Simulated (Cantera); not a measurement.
Input: 1 mol Si2H6, 0.32 mol H2O, 1.6 mol N2, held at 1300 K and 0.900 bar.

Cantera equilibrium calculation (NASA polynomials, part measured and part estimated; ideal gas, pure solids and liquids). Candidate condensed phases: H2O, Si, SiO2, Si2N2O, Si3N4; 35 gas species. The feed counts by its element totals alone. N2 is the only nitrogen source here; it is nearly inert below about 1500 K, so the nitride shown seldom forms there in practice. Mutual solubility and eutectic melting of coexisting phases are not modelled. Equilibrium is a limit: real reactors are often held back by kinetics, nucleation or transport.

Base state: H2 0.899, N2 0.101, NH3 3.02e-5 (mole fractions); condensed: Si2N2O(s) + Si3N4(s).

Question: What changes in the equilibrium state with this change: temperature from 1300 K to 2048 K?

Answer: 
| species | before | after |
|---|---|---|
| H2 | 0.899 | 0.701 |
| N2 | 0.101 | 0.284 |
| SiO | <1e-9 | 0.0133 |
| SiH2 | <1e-9 | 9.71e-5 |
| Si | <1e-9 | 8.40e-5 |
| Si2N2O(s), mol | 0.320 | 0.257 |
| Si3N4(s), mol | 0.453 | 0 |
| Si(l), mol | 0 | 1.42 |
Gases not in the tables: Si2H6 and higher silanes.

Question: What changes in the equilibrium state with this change: Si2H6 replaced by SiH2Cl2?

Answer: 
```json
[
 {"species": "N2", "before": "0.101", "after": "0.361"},
 {"species": "HCl", "before": "0", "after": "0.345"},
 {"species": "H2", "before": "0.899", "after": "0.228"},
 {"species": "SiCl4", "before": "0", "after": "0.0633"},
 {"species": "SiHCl3", "before": "0", "after": "0.00191"},
 {"species": "SiCl3", "before": "0", "after": "0.00140"},
 {"species": "SiCl2", "before": "0", "after": "0.000185"},
 {"species": "NH3", "before": "3.02e-5", "after": "7.30e-6"},
 {"species": "Si2N2O(s), mol", "before": "0.320", "after": "0.320"},
 {"species": "Si3N4(s), mol", "before": "0.453", "after": "0.0468"}
]
```
The tables' values for SiCl3 are old estimates; treat these amounts as uncertain. Further candidate phases: NH4Cl.
